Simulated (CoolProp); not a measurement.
A simple Rankine cycle with R114: condensing at 301.15 K, boiler at 2.11 MPa, turbine inlet 433.9 K, turbine efficiency 0.9, pump efficiency 0.6, no recuperator. Each further row changes one setting.

Computed with CoolProp (reference Helmholtz-energy equation of state, Platzer 1990). This equation is an older, rougher fit; its heat capacities, sound speeds and derivatives of the liquid may be far off and weren't checked against measurements.

```tsv
case	thermal efficiency (%)	net work (kJ/kg)	heat in (kJ/kg)	turbine exit temperature (K)	volume ratio over the turbine
as stated	___	31.9	212	372.3	9.59
turbine inlet 453.9 K	14.9	___	231	392.9	___
condensing temperature 293.15 K	___	35.8	___	366.5	12.3
boiler pressure 1.48 MPa	13.1	28.6	219	385.0	6.34
turbine efficiency 0.8	___	28.1	212	___	___
```

Question: Complete the blanks.

Answer: 
- as stated, thermal efficiency (%): 15.0
- turbine inlet 453.9 K, net work (kJ/kg): 34.4
- turbine inlet 453.9 K, volume ratio over the turbine: 9.24
- condensing temperature 293.15 K, thermal efficiency (%): 16.3
- condensing temperature 293.15 K, heat in (kJ/kg): 220
- turbine efficiency 0.8, thermal efficiency (%): 13.3
- turbine efficiency 0.8, turbine exit temperature (K): 377.1
- turbine efficiency 0.8, volume ratio over the turbine: 9.73
